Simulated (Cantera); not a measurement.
## Hydrocarbon pyrolysis for carbon deposition

A perfectly stirred reactor is fed with C2H6 : N2 = 1 : 26 (molar parts), at 0.105 Torr; it is held at 1350 K, and followed from long to short residence time.

Computed with Cantera and GRI-Mech 3.0 (53 species, 325 reactions). GRI-Mech 3.0 stops at C3 and has no aromatics, soot or wall deposition, so with more carbon than oxygen in the feed, carbon stays in small species such as C2H2 where larger ones or solid carbon would form. Radical loss at walls, strong at low pressure, is not modelled.

| τ (s) | x C2H6 | x CH4 | x C2H4 | x H | x HCN | x H2 |
|---|---|---|---|---|---|---|
| 6.7 | 0.00418 | 0.0130 | 0.0109 | 0.000126 | 2.82e-7 | 0.0307 |
| 1.9 | 0.0121 | 0.00838 | 0.0137 | 0.000111 | 1.45e-7 | 0.0191 |
| 0.56 | 0.0260 | 0.00241 | 0.00749 | 6.85e-5 | 5.40e-8 | 0.00747 |
| 0.16 | 0.0350 | 0.000269 | 0.00122 | 2.66e-5 | 9.02e-9 | 0.00114 |
| 0.047 | 0.0368 | 2.53e-5 | 7.36e-5 | 5.18e-6 | 1.34e-10 | 6.88e-5 |
| 0.014 | 0.0370 | 2.38e-6 | 2.17e-6 | 4.47e-7 | <1e-12 | 1.78e-6 |
| 0.0039 | 0.0370 | 1.88e-7 | 5.02e-8 | 2.56e-8 | <1e-12 | 2.84e-8 |
| 0.0011 | 0.0370 | 1.50e-8 | 1.25e-9 | 1.56e-9 | <1e-12 | 4.87e-10 |
| 0.00033 | 0.0370 | 1.35e-9 | 3.92e-11 | 2.46e-10 | <1e-12 | 2.31e-11 |
x: mole fraction; the columns are a selection and need not sum to one.
